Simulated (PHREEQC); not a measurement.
Solution (70 °C): 0.0015 mol/kgw CdBr2, 0.002 mol/kgw LiOH and 0.00018 mol/kgw NaF. Closed to the air; pH follows from the charge balance.

Equilibrium calculation in PHREEQC: ion-association model, phreeqc.dat.

```
quantity                    before     after
------------------------  --------  --------
pH                            9.65      9.68
ionic strength (mol/kgw)   0.00412   0.00417
CdF+ (mol/kgw)             3.75e-7   3.50e-7
NaF (mol/kgw)              1.60e-8   2.36e-8
Cd(OH)3- (mol/kgw)         7.79e-9   9.30e-9
HF (mol/kgw)              1.35e-10  1.24e-10
```

Q: Name the change that produced these shifts.
A. NaF from 0.00018 to 0.0018 mol/kgw
B. 8.6e-05 mol/kgw NaOH added
C. NaF from 0.00018 to 3.6e-05 mol/kgw
D. 0.00053 mol/kgw Li2SO4 added

A: B, 8.6e-05 mol/kgw NaOH added

This is a speciation only: nothing precipitates in the calculation. Away from 25 °C the constants follow the database's enthalpies or fits; those with neither stay at their 25 °C values.
